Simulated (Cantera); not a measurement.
A freely propagating, adiabatic, planar premixed flame of CH₄ : O₂ : N₂ : H₂O = 1 : 1.43 : 5.86 : 0.17 (molar parts), unburnt at 550 K and 9.87 atm; mixture-averaged transport, grid criteria slope 0.08 and curve 0.16, no radiation.

Model: GRI-Mech 3.0 (53 species, 325 reactions), integrated in Cantera. Burning velocities carry a grid error of a few per cent, more on coarse grids.

What does this change do: CH4 1 to 1.3 parts?


```tsv
quantity	before	after
laminar burning velocity	16.8 cm/s	10.4 cm/s
thermal thickness	0.168 mm	0.259 mm
peak x(C₂H₄)	0.00193	0.00308
peak x(HCO)	2.22e-6	9.66e-7
```

What does this change do: N2 5.86 to 4.5 parts?


```tsv
quantity	before	after
laminar burning velocity	16.8 cm/s	32.5 cm/s
thermal thickness	0.168 mm	0.0962 mm
peak x(C₂H₄)	0.00193	0.00216
peak x(HCO)	2.22e-6	6.91e-6
```

What does this change do: inlet temperature 550 to 625 K?


```json
[
 {"quantity": "laminar burning velocity", "before": "16.8 cm/s", "after": "23.6 cm/s"},
 {"quantity": "thermal thickness", "before": "0.168 mm", "after": "0.142 mm"},
 {"quantity": "peak x(C₂H₄)", "before": "0.00193", "after": "0.00196"},
 {"quantity": "peak x(HCO)", "before": "2.22e-6", "after": "2.99e-6"}
]
```
